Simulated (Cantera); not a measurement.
## Low-pressure radical oxidation in H2/O2

An isothermal, constant-pressure homogeneous reactor starts with 1.57 % H₂, 44.7 % O₂, 53.7 % N₂, at 1250 K and 2670 Pa.

Cantera simulation using the H2/O2 subset of GRI-Mech 3.0, which has no nitrogen chemistry; the numbers are that mechanism's predictions, not measurements. Radical loss at walls, strong at low pressure, is not modelled.

| t (s) | x H₂ | x O₂ | x OH | x H | x H₂O₂ | x O | x H₂O |
|---|---|---|---|---|---|---|---|
| 0.000100 | 0.0157 | 0.447 | 1.99e-9 | 1.68e-9 | <1e-12 | 2.30e-9 | 7.99e-10 |
| 0.000403 | 0.0157 | 0.447 | 2.56e-8 | 1.22e-8 | 9.72e-12 | 3.49e-8 | 3.44e-8 |
| 0.00163 | 0.0156 | 0.447 | 2.59e-5 | 1.16e-5 | 2.97e-10 | 3.65e-5 | 4.82e-5 |
| 0.00656 | 0.000187 | 0.435 | 0.00127 | 0.00152 | 4.68e-8 | 0.0108 | 0.0141 |
| 0.0265 | 0.000121 | 0.438 | 0.00103 | 0.000775 | 4.49e-8 | 0.00686 | 0.0147 |
| 0.107 | 3.50e-5 | 0.441 | 0.000555 | 0.000117 | 3.42e-8 | 0.00193 | 0.0154 |
| 0.430 | 4.03e-6 | 0.443 | 0.000190 | 4.56e-6 | 1.34e-8 | 0.000221 | 0.0157 |
| 1.74 | 3.81e-7 | 0.443 | 5.88e-5 | 1.35e-7 | 2.76e-9 | 2.11e-5 | 0.0158 |
| 7.00 | 4.90e-8 | 0.443 | 2.12e-5 | 6.30e-9 | 4.94e-10 | 2.74e-6 | 0.0158 |
x: mole fraction; the columns are a selection and need not sum to one.

Equilibrium at this temperature and pressure: H₂ 5.04e-9, O₂ 0.443, OH 6.83e-6, H 2.12e-10, H₂O₂ 6.32e-11, O 2.84e-7, H₂O 0.0158 (gas phase only).
